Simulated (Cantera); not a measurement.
A Cantera script and what it prints.

```python
import numpy as np
import cantera as ct

gas_names = """
    H H2 Pb Pb2
""".split()
cond_names = """
    Pb(cr) Pb(L)
""".split()


# ... load() reads the species with a 1 bar reference pressure and builds the phases ...
atoms = {
    'Pb': {'Pb': 1},
    'H2': {'H': 2},
}
top_T = {}  # K; cautious upper limits of use, not melting points


# ... equilibrate(T, P, feed) seeds the gas with the atoms and calls Mixture.equilibrate('TP', solver="vcs", rtol=1e-11, max_steps=5000) ...
results = []
feed = {'Pb': 1, 'H2': 18}  # mol
T = 798.15  # K
P = 15000  # Pa
mix = equilibrate(T, P, feed)
results.append((T, P, feed, dict(zip(mix.species_names, mix.species_moles))))
print(gas.report(threshold=1e-05))
for i in range(1, mix.n_phases):
    print(f"{mix.phase(i).name:16s} {mix.phase_moles(i):12.5e} mol")
```

Output:

```
       temperature   798.15 K
          pressure   15000 Pa
           density   0.004557 kg/m^3
  mean mol. weight   2.0161 kg/kmol
   phase of matter   gas

                          1 kg             1 kmol
                     ---------------   ---------------
          enthalpy        7.2631e+06        1.4643e+07  J
   internal energy        3.9715e+06        8.0068e+06  J
           entropy             86932        1.7526e+05  J/K
    Gibbs function       -6.2122e+07       -1.2524e+08  J
 heat capacity c_p             14687             29610  J/K
 heat capacity c_v             10563             21295  J/K

                      mass frac. Y      mole frac. X     chem. pot. / RT
                     ---------------   ---------------   ---------------
                H2           0.99996                 1           -18.873
     [   +3 minor]        3.9449e-05        3.8385e-07

Pb(L)             9.99993e-01 mol
```

Equilibrium computed with Cantera from the NASA thermochemical tables; the gas is ideal and each condensed phase is pure.
